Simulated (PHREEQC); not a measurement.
## Copper plating or etch bath (model solution)

Solution (25 °C): 0.0047 mol/kgw CuSO4 and 0.00011 mol/kgw HCl. Closed to the air; pH follows from the charge balance.

Equilibrium calculation in PHREEQC: ion-association model, phreeqc.dat.

This is a speciation only: nothing precipitates in the calculation.

Task: Predict the pH, ionic strength.

Result: pH 4.09; ionic strength 0.0146 mol/kgw.

Task: In which forms is Cu present?

Result: Cu+2 78 %, CuSO4 22 % of the Cu.

Species that the database lacks are ignored.
